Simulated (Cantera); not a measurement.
Source: NASA polynomial tables (part measured, part estimated), evaluated in Cantera. Values are per mole of reaction as written; species without (g) are pure solids or liquids, kept so even where they would boil at 1 bar.

### Question
Between 575 and 975 K, where is each reaction favourable under standard conditions?
- 3 Pb(g) + SO2(g) ⇌ PbS + 2 PbO
- 2 PbS(g) + SO2(g) ⇌ 2 PbO + 3 S
- PbS(g) + O3(g) ⇌ PbO + SO2(g)

### Answer
- 3 Pb(g) + SO2(g) ⇌ PbS + 2 PbO: ΔG° is -514 kJ at 575 K and -312 kJ at 975 K; it stays negative (K > 1). ΔH° is -792 kJ and ΔS° -492 J/K at 975 K.
- 2 PbS(g) + SO2(g) ⇌ 2 PbO + 3 S: ΔG° is -116 kJ at 575 K and 55 kJ at 975 K; it changes sign between 825 and 875 K. ΔH° is -341 kJ and ΔS° -406 J/K at 975 K.
- PbS(g) + O3(g) ⇌ PbO + SO2(g): ΔG° is -690 kJ at 575 K and -625 kJ at 975 K; it stays negative (K > 1). ΔH° is -779 kJ and ΔS° -157 J/K at 975 K.
